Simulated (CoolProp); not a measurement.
n-butane at several states: Z from the reference equation and from simpler models built on Tc = 425.1 K, pc = 3.796 MPa, ω = 0.201; each cubic takes its own stable root.

Model: reference Helmholtz-energy equation of state, Bücker 2006, in CoolProp.

```json
[
 {"T (K)": "547.8", "p (MPa)": "0.434", "phase": "gas", "reference": "0.9844", "Redlich-Kwong": "0.9817", "Soave-Redlich-Kwong": "0.9842", "Peng-Robinson": "0.9809"},
 {"T (K)": "145.1", "p (MPa)": "0.0566", "phase": "liquid", "reference": "0.003759", "Redlich-Kwong": "0.004134", "Soave-Redlich-Kwong": "0.004123", "Peng-Robinson": "0.003680"},
 {"T (K)": "507.4", "p (MPa)": "0.927", "phase": "gas", "reference": "0.9547", "Redlich-Kwong": "0.9497", "Soave-Redlich-Kwong": "0.9541", "Peng-Robinson": "0.9466"},
 {"T (K)": "365.4", "p (MPa)": "1.92", "phase": "liquid", "reference": "0.07592", "Redlich-Kwong": "0.08885", "Soave-Redlich-Kwong": "0.08526", "Peng-Robinson": "0.07522"}
]
```
